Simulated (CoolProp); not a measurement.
A simple Rankine cycle with tetrahydrofuran: condensing at 294.15 K, boiler at 0.982 MPa, turbine inlet 436.1 K, turbine efficiency 0.65, pump efficiency 0.8, no recuperator. Each further row changes one setting.

Values from CoolProp's reference Helmholtz-energy equation of state, Fiedler 2023.

```
case                             thermal efficiency (%)  net work (kJ/kg)  heat in (kJ/kg)  turbine exit temperature (K)  volume ratio over the turbine
-------------------------------  ----------------------  ----------------  ---------------  ----------------------------  -----------------------------
as stated                                          16.8               103              615                         348.9                           50.4
turbine inlet 456.1 K                              16.9               110              651                         370.6                           49.9
condensing temperature 286.15 K                    17.7               112              629                         342.3                           72.0
boiler pressure 0.687 MPa                          15.7              97.9              623                         359.2                           34.4
turbine efficiency 0.55                            14.2              87.2              615                         361.3                           52.2
```
